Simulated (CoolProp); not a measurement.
Saturation properties of R143a (Tc = 72.7 °C, pc = 3762 kPa, ω = 0.261).

Model: reference Helmholtz-energy equation of state, Lemmon and Jacobsen 2000, in CoolProp.

```tsv
T (°C)	p (kPa)	vapour density (kg/m³)	liquid cp (kJ/(kg K))	liquid viscosity (µPa s)
-99.55	3.466	0.2030	1.220	406
-85.55	10.63	0.5793	1.241	332
-71.55	27.21	1.394	1.267	[?]
-57.45	60.82	2.955	1.299	241
-43.45	120.9	5.629	1.335	210
-29.45	219.7	9.917	1.377	185
-15.45	371.4	16.45	1.427	163
-1.35	594.0	[?]	1.488	144
12.65	902.1	40.17	1.569	[?]
```

Question: Some entries are withheld; supply them.

Answer: 
- -71.55, liquid viscosity (µPa s): 280
- -1.35, vapour density (kg/m³): 26.17
- 12.65, liquid viscosity (µPa s): 126

It boils at -47.2 °C under 1 atm.

Viscosity comes from a separate model (Klein 1997), an estimate that may be off by 10 % or more.
